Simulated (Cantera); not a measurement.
Charge: 1 mol Ca(OH)2, 0.59 mol CO2, equilibrated at 1550 °C and 3.20 mbar.

Equilibrium computed with Cantera from the NASA thermochemical tables; the gas is ideal and each condensed phase is pure. Candidate condensed phases: C, C6H6, C7H8, C8H18, Ca, CaCO3, CaO, Ca(OH)2, H2O; 115 gas species. Rates play no part.

Base state: H2O 0.611, CO2 0.350, CO 0.0158, O2 0.0105, H2 0.00704, OH 0.00389, H 0.000642, O 0.000273 (mole fractions); condensed: CaO(s).

Problem. What changes in the equilibrium state with this change: temperature from 1550 °C to 1900 °C?

Solution. 
| species | before | after |
|---|---|---|
| H2O | 0.611 | 0.512 |
| CO2 | 0.350 | 0.246 |
| CO | 0.0158 | 0.0918 |
| H | 0.000642 | 0.0164 |
| OH | 0.00389 | 0.0305 |
| O2 | 0.0105 | 0.0560 |
| H2 | 0.00704 | 0.0368 |
| Ca(OH)2 | 1.37e-5 | 0.000180 |
| Ca | 1.75e-8 | 3.22e-5 |
| CaOH | 5.25e-7 | 9.98e-5 |
| O | 0.000273 | 0.00951 |
| CaO(s), mol | 1.000 | 0.999 |

Problem. What changes in the equilibrium state with this change: pressure from 3.20 mbar to 13.3 mbar?

Solution. 
```json
[
 {"species": "H2O", "before": "0.611", "after": "0.618"},
 {"species": "CO2", "before": "0.350", "after": "0.358"},
 {"species": "CO", "before": "0.0158", "after": "0.00996"},
 {"species": "O2", "before": "0.0105", "after": "0.00658"},
 {"species": "Ca(OH)2", "before": "1.37e-5", "after": "1.39e-5"},
 {"species": "H", "before": "0.000642", "after": "0.000249"},
 {"species": "O", "before": "0.000273", "after": "0.000106"},
 {"species": "CaO(s), mol", "before": "1.000", "after": "1.000"}
]
```

Problem. What changes in the equilibrium state with this change: temperature from 1550 °C to 1452 °C?

Solution. 
| species | before | after |
|---|---|---|
| H2O | 0.611 | 0.620 |
| CO2 | 0.350 | 0.361 |
| CO | 0.0158 | 0.00790 |
| O2 | 0.0105 | 0.00544 |
| Ca(OH)2 | 1.37e-5 | 5.23e-6 |
| O | 0.000273 | 7.57e-5 |
| H | 0.000642 | 0.000204 |
| OH | 0.00389 | 0.00180 |
| H2 | 0.00704 | 0.00386 |
| CaO(s), mol | 1.000 | 1.000 |
